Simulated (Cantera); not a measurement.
Charge: 1 mol Si₂Cl₆, 0.57 mol HCl, 670 mol H₂, at 1598.15 K and 27000 Pa.

These are equilibrium values from Cantera (NASA tables, ideal gas, pure condensed phases), not measurements of a reactor. Candidate condensed phases: Si; 19 gas species. The feed counts by its element totals alone. The numbers say what is thermodynamically allowed, not how fast it happens.

Base state: H₂ 0.990, HCl 0.00916, SiCl₂ 0.000292, H 0.000102 (mole fractions); condensed: Si(s).

Question: What changes in the equilibrium state with this change: temperature from 1598.15 K to 1000 K?

Answer: 
```json
[
 {"species": "H₂", "before": "0.990", "after": "0.994"},
 {"species": "HCl", "before": "0.00916", "after": "0.00456"},
 {"species": "SiHCl₃", "before": "4.87e-7", "after": "0.000849"},
 {"species": "H", "before": "0.000102", "after": "4.35e-9"},
 {"species": "SiCl₄", "before": "3.14e-8", "after": "0.000553"},
 {"species": "SiH₂Cl₂", "before": "1.26e-6", "after": "0.000141"},
 {"species": "Si(s), mol", "before": "1.80", "after": "0.915"}
]
```
The tables' values for SiCl₃ are old estimates; treat these amounts as uncertain.
